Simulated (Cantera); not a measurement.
An isothermal, constant-pressure homogeneous reactor starts with N₂O : O₂ = 1 : 0.089 (molar parts), at 1000 K and 37.5 Torr.

Detailed kinetics in Cantera: GRI-Mech 3.0 (53 species, 325 reactions). GRI-Mech 3.0 was tuned for natural gas; its chemistry of N2O as a main component is partial and can be far from experiment. The mechanism lacks the step 2 NO + O2 → 2 NO2, which can matter for NO2 below about 1400 K. The temperature is held fixed by assumption; the heat of reaction is taken as removed at once.

**Question.** Predict: x(N₂O) at 200 s; x(O₂) at 200 s; x(NO) at 200 s; x(NO₂) at 200 s; x(O) at 200 s; x(N₂) at 200 s.

**Answer.** 
| Item | Value |
|---|---|
| x(N₂O) at 200 s | 0.838 (gas-phase equilibrium 6.13e-10) |
| x(O₂) at 200 s | 0.106 (gas-phase equilibrium 0.371) |
| x(NO) at 200 s | 0.00220 (gas-phase equilibrium 3.74e-5) |
| x(NO₂) at 200 s | 1.89e-6 (gas-phase equilibrium 5.95e-7) |
| x(O) at 200 s | 4.18e-8 (gas-phase equilibrium 4.31e-10) |
| x(N₂) at 200 s | 0.0541 (gas-phase equilibrium 0.629) |
